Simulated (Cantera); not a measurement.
Cantera run, input and output.

```python
import numpy as np
import cantera as ct

gas = ct.Solution("gri30.yaml", transport_model="multicomponent")
show = ['OH', 'NH3', 'CO2']

rows = []
print(f"{'T/K':>7s}{'rho':>11s}{'cp':>10s}{'mu':>11s}{'lambda':>11s}{'Pr':>7s}" + "".join(f"{'D_' + s:>11s}" for s in show))
for T in [400, 500, 600, 700, 800, 900]:
    gas.TPX = T, 3200, {'NO': 0.47}
    Pr = gas.cp_mass * gas.viscosity / gas.thermal_conductivity
    D = [gas.mix_diff_coeffs_mole[gas.species_index(s)] for s in show]
    rows.append([gas.density, gas.cp_mass, gas.viscosity, gas.thermal_conductivity, Pr, *D])
    print(f"{T:7g}{gas.density:11.4e}{gas.cp_mass:10.1f}{gas.viscosity:11.4e}"
          f"{gas.thermal_conductivity:11.4e}{Pr:7.3f}" + "".join(f"{d:11.4e}" for d in D))
print("SI units: kg/m3, J/kg/K, Pa s, W/m/K, m2/s")
```

It prints:

```
    T/K        rho        cp         mu     lambda     Pr       D_OH      D_NH3      D_CO2
    400 2.8871e-02     998.6 2.3120e-05 3.2481e-02  0.711 1.6366e-03 1.1950e-03 8.2633e-04
    500 2.3097e-02    1016.2 2.7036e-05 3.8749e-02  0.709 2.3943e-03 1.8050e-03 1.2276e-03
    600 1.9247e-02    1040.9 3.0618e-05 4.5000e-02  0.708 3.2581e-03 2.5095e-03 1.6871e-03
    700 1.6498e-02    1067.4 3.3953e-05 5.1198e-02  0.708 4.2210e-03 3.3009e-03 2.2006e-03
    800 1.4436e-02    1092.2 3.7097e-05 5.7257e-02  0.708 5.2778e-03 4.1734e-03 2.7649e-03
    900 1.2832e-02    1113.9 4.0086e-05 6.3114e-02  0.707 6.4242e-03 5.1224e-03 3.3773e-03
SI units: kg/m3, J/kg/K, Pa s, W/m/K, m2/s
```

Model: GRI-Mech 3.0 (53 species, 325 reactions), integrated in Cantera.
